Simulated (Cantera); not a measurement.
**Ignition delay**

Mixture: CH4 : H2 : O2 : N2 : H2O = 1 : 0.049 : 2.63 : 9.89 : 0.57 (molar parts), equivalence ratio 0.77, at 101000 Pa, adiabatic and at constant pressure. Ignition delay is the time to a rise of 400 K.

Model: GRI-Mech 3.0 (53 species, 325 reactions), integrated in Cantera.

```json
[
 {"T0 (K)": "1148", "delay (ms)": "47.8"},
 {"T0 (K)": "1198", "delay (ms)": "25.7"},
 {"T0 (K)": "1248", "delay (ms)": "13.9"},
 {"T0 (K)": "1298", "delay (ms)": "7.67"},
 {"T0 (K)": "1348", "delay (ms)": "4.32"},
 {"T0 (K)": "1398", "delay (ms)": "2.50"},
 {"T0 (K)": "1448", "delay (ms)": "1.49"},
 {"T0 (K)": "1498", "delay (ms)": "0.920"},
 {"T0 (K)": "1548", "delay (ms)": "0.588"}
]
```

```yaml
apparent activation energy between 1448 and 1548 K: 170 kJ/mol
```
